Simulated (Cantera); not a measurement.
**Equilibrium for silicon epitaxy and polysilicon growth: Si₂Cl₆ + H₂ + HCl**

Charge: 1 mol Si₂Cl₆, a varied amount of H₂, 0.057 mol HCl, equilibrated at 1750 K and 1.10 mbar.

These are equilibrium values from Cantera (NASA tables, ideal gas, pure condensed phases), not measurements of a reactor. Candidate condensed phases: Si; 19 gas species. The feed counts by its element totals alone. The tables' values for SiCl, SiCl₃ are old estimates; treat these amounts as uncertain. Gases not in the tables: Si₂H₆ and higher silanes. Kinetics and transport are ignored.

```json
[
 {"n(H₂) (mol)": "7", "x H₂": "0.591", "x HCl": "0.205", "x SiCl₂": "0.194", "x H": "0.00539", "n Si(l)": "0"},
 {"n(H₂) (mol)": "15", "x H₂": "0.752", "x HCl": "0.145", "x SiCl₂": "0.0929", "x H": "0.00608", "n Si(l)": "0.265"},
 {"n(H₂) (mol)": "23", "x H₂": "0.817", "x HCl": "0.117", "x SiCl₂": "0.0560", "x H": "0.00634", "n Si(l)": "0.473"},
 {"n(H₂) (mol)": "31", "x H₂": "0.854", "x HCl": "0.0991", "x SiCl₂": "0.0382", "x H": "0.00648", "n Si(l)": "0.619"},
 {"n(H₂) (mol)": "40", "x H₂": "0.879", "x HCl": "0.0847", "x SiCl₂": "0.0271", "x H": "0.00658", "n Si(l)": "0.742"},
 {"n(H₂) (mol)": "48", "x H₂": "0.895", "x HCl": "0.0751", "x SiCl₂": "0.0210", "x H": "0.00663", "n Si(l)": "0.826"},
 {"n(H₂) (mol)": "56", "x H₂": "0.907", "x HCl": "0.0677", "x SiCl₂": "0.0168", "x H": "0.00668", "n Si(l)": "0.894"},
 {"n(H₂) (mol)": "64", "x H₂": "0.916", "x HCl": "0.0616", "x SiCl₂": "0.0138", "x H": "0.00671", "n Si(l)": "0.950"},
 {"n(H₂) (mol)": "72", "x H₂": "0.923", "x HCl": "0.0566", "x SiCl₂": "0.0115", "x H": "0.00674", "n Si(l)": "0.996"},
 {"n(H₂) (mol)": "80", "x H₂": "0.929", "x HCl": "0.0523", "x SiCl₂": "0.00980", "x H": "0.00676", "n Si(l)": "1.04"},
 {"n(H₂) (mol)": "88", "x H₂": "0.934", "x HCl": "0.0487", "x SiCl₂": "0.00844", "x H": "0.00678", "n Si(l)": "1.07"},
 {"n(H₂) (mol)": "96", "x H₂": "0.938", "x HCl": "0.0456", "x SiCl₂": "0.00736", "x H": "0.00679", "n Si(l)": "1.10"}
]
```
x: gas mole fraction; n: condensed amount in mol.

At 7 mol H₂ nothing is condensed. From 15 mol H₂ to 96 mol H₂ the condensed part is Si(l). The main Si-bearing gas is SiCl₂ throughout. The share of Si in condensed phases is highest at 96 mol H₂ (54.8 %) and lowest at 7 mol H₂ (0.0 %).
